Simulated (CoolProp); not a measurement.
Vapour-liquid equilibrium of R22 (1) + c-C4F8 (RC318) (2) at 272.9 K; x and y are mole fractions of (1).

The numbers come from the multi-fluid Helmholtz-energy mixture model, Kamei 1995 and Platzer 1990; pair parameters Bell 2016 in CoolProp. This equation is an older, rougher fit; its heat capacities, sound speeds and derivatives of the liquid may be far off and weren't checked against measurements.

Give the bubble pressure and the first vapour's composition at x = 0.65, 0.75, 0.95. Is there an azeotrope?

x = 0.65: 0.4343 MPa, y = 0.875; x = 0.75: 0.4546 MPa, y = 0.897; x = 0.95: 0.4881 MPa, y = 0.965. No azeotrope shows between x = 0.05 and 0.95.

The pair parameters rest on a limited set of measurements; away from them the model extrapolates. The gap from Raoult's law changes sign with composition, which may be real or a fault of the pair parameters; it wasn't checked against measurements.
